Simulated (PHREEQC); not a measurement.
Dissolve 2.2 mmol/kgw HF and 60.5 mmol/kgw NH4F at 25 °C. Closed to the air; pH follows from the charge balance.

Model: ion-association model, phreeqc.dat, run in PHREEQC.

| Item | Value |
|---|---|
| pH | 4.60 |
| ionic strength | 0.0605 mol/kgw |
| specific conductance | 6720 µS/cm |
| density | 0.998 g/cm³ |
| total alkalinity | -2.20 meq/kg |

```json
[
 {"species": "NH4+", "molality": "0.0605", "activity": "0.0476", "log γ": "-0.104"},
 {"species": "F-", "molality": "0.0601", "activity": "0.0480", "log γ": "-0.098"},
 {"species": "HF", "molality": "0.00177", "activity": "0.00179", "log γ": "0.006"},
 {"species": "HF2-", "molality": "0.000407", "activity": "0.000330", "log γ": "-0.091"},
 {"species": "H+", "molality": "2.94e-5", "activity": "2.49e-5", "log γ": "-0.073"},
 {"species": "NH3", "molality": "1.08e-6", "activity": "1.09e-6", "log γ": "0.006"}
]
```

Precipitation was switched off in this run.
